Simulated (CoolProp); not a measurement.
Saturation properties of ammonia (Tc = 405.6 K, pc = 11.36 MPa, ω = 0.256).

The numbers come from the reference Helmholtz-energy equation of state, Gao 2020 in CoolProp.

```json
[
 {"T (K)": "258.2", "p (MPa)": "0.2366", "liquid density (kg/m³)": "658.5", "enthalpy of vaporisation (kJ/kg)": "1313", "liquid viscosity (µPa s)": "…", "vapour viscosity (µPa s)": "8.60"},
 {"T (K)": "267.6", "p (MPa)": "0.3471", "liquid density (kg/m³)": "…", "enthalpy of vaporisation (kJ/kg)": "…", "liquid viscosity (µPa s)": "181", "vapour viscosity (µPa s)": "8.89"},
 {"T (K)": "276.9", "p (MPa)": "0.4928", "liquid density (kg/m³)": "…", "enthalpy of vaporisation (kJ/kg)": "…", "liquid viscosity (µPa s)": "163", "vapour viscosity (µPa s)": "9.17"},
 {"T (K)": "286.3", "p (MPa)": "…", "liquid density (kg/m³)": "620.3", "enthalpy of vaporisation (kJ/kg)": "1213", "liquid viscosity (µPa s)": "148", "vapour viscosity (µPa s)": "9.46"},
 {"T (K)": "295.6", "p (MPa)": "0.9262", "liquid density (kg/m³)": "606.8", "enthalpy of vaporisation (kJ/kg)": "1176", "liquid viscosity (µPa s)": "135", "vapour viscosity (µPa s)": "9.75"},
 {"T (K)": "305", "p (MPa)": "1.232", "liquid density (kg/m³)": "592.5", "enthalpy of vaporisation (kJ/kg)": "1137", "liquid viscosity (µPa s)": "123", "vapour viscosity (µPa s)": "10.1"},
 {"T (K)": "314.4", "p (MPa)": "1.609", "liquid density (kg/m³)": "…", "enthalpy of vaporisation (kJ/kg)": "1094", "liquid viscosity (µPa s)": "113", "vapour viscosity (µPa s)": "10.4"},
 {"T (K)": "323.7", "p (MPa)": "2.062", "liquid density (kg/m³)": "562.0", "enthalpy of vaporisation (kJ/kg)": "1048", "liquid viscosity (µPa s)": "103", "vapour viscosity (µPa s)": "10.7"},
 {"T (K)": "333.1", "p (MPa)": "2.611", "liquid density (kg/m³)": "545.4", "enthalpy of vaporisation (kJ/kg)": "998.1", "liquid viscosity (µPa s)": "…", "vapour viscosity (µPa s)": "11.0"}
]
```

Problem. What belongs in the gaps?

Solution. 
- 258.2, liquid viscosity (µPa s): 201
- 267.6, liquid density (kg/m³): 646.1
- 267.6, enthalpy of vaporisation (kJ/kg): 1281
- 276.9, liquid density (kg/m³): 633.5
- 276.9, enthalpy of vaporisation (kJ/kg): 1248
- 286.3, p (MPa): 0.6845
- 314.4, liquid density (kg/m³): 577.6
- 333.1, liquid viscosity (µPa s): 94.6

It boils at 239.8 K under 1 atm.

Viscosity comes from a separate model (Fenghour 1995).
